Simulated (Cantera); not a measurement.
# Silicon oxide and oxynitride deposition: Si2H6 + H2O + N2

Feed: 1 mol Si2H6, 2 mol H2O, 2.3 mol N2, held at 0.00130 bar.

Cantera equilibrium calculation (NASA polynomials, part measured and part estimated; ideal gas, pure solids and liquids). Candidate condensed phases: H2O, Si, SiO2, Si2N2O, Si3N4; 35 gas species. The feed counts by its element totals alone. N2 is the only nitrogen source here; it is nearly inert below about 1500 K, so the nitride shown seldom forms there in practice. Mutual solubility and eutectic melting of coexisting phases are not modelled. The tables hold silica as quartz up to 1696 K and as liquid above; real silica turns to tridymite and cristobalite and melts near 1996 K. Equilibrium is a limit: real reactors are often held back by kinetics, nucleation or transport.

From 675 K to 775 K the condensed part is SiO2(α-quartz) + Si2N2O(s). From 875 K to 1575 K the condensed part is SiO2(β-quartz) + Si2N2O(s). At 1675 K nothing is condensed.

```tsv
T (K)	log p H2	log p N2	log p SiO	log p H	log p H2O	n SiO2(α-quartz)	n Si2N2O(s)	n SiO2(β-quartz)
675	-3.01	-3.49	<-14	<-14	-9.10	0.667	0.667	0
775	-3.01	-3.49	<-14	-13.51	-8.65	0.667	0.667	0
875	-3.01	-3.49	<-14	-11.80	-8.32	0	0.667	0.667
975	-3.01	-3.49	-13.99	-10.45	-8.06	0	0.667	0.667
1075	-3.01	-3.49	-11.45	-9.34	-7.85	0	0.667	0.667
1175	-3.01	-3.49	-9.35	-8.42	-7.68	0	0.667	0.667
1275	-3.01	-3.49	-7.58	-7.64	-7.53	0	0.667	0.667
1375	-3.01	-3.49	-6.08	-6.97	-7.41	0	0.665	0.665
1475	-3.02	-3.49	-4.78	-6.40	-7.32	0	0.638	0.638
1575	-3.12	-3.49	-3.66	-5.94	-7.33	0	0.184	0.184
1675	-3.16	-3.49	-3.55	-5.51	-7.87	0	0	0
```
log p: log10 of the partial pressure in bar; n: condensed amount in mol.
